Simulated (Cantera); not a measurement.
Transport properties of process gases

Gas mixture: NO = 0.8 (molar parts), at 0.00632 atm, frozen composition.

Cantera's kinetic-theory transport with the Lennard-Jones parameters of GRI-Mech 3.0, ideal gas; thermal conductivity in the mixture-averaged form. The composition is frozen, though it would react at the higher temperatures.

```tsv
T (K)	ρ (kg/m³)	cp (J/kg/K)	μ (µPa s)	λ (mW/m/K)	Pr	D (cm²/s) N₂	D (cm²/s) CO₂	D (cm²/s) CH₄
400	0.00577	998.6	23.1	32.4	0.712	53.6	41.3	58.4
650	0.00355	1054	32.3	48.2	0.706	123	96.9	135
900	0.00257	1114	40.1	63.0	0.708	212	169	233
1150	0.00201	1153	47.0	76.7	0.707	318	255	351
1400	0.00165	1181	53.4	89.4	0.706	441	355	487
1650	0.00140	1202	59.4	101	0.706	580	467	640
```
D: mixture-averaged diffusion coefficient of that species in the mixture.
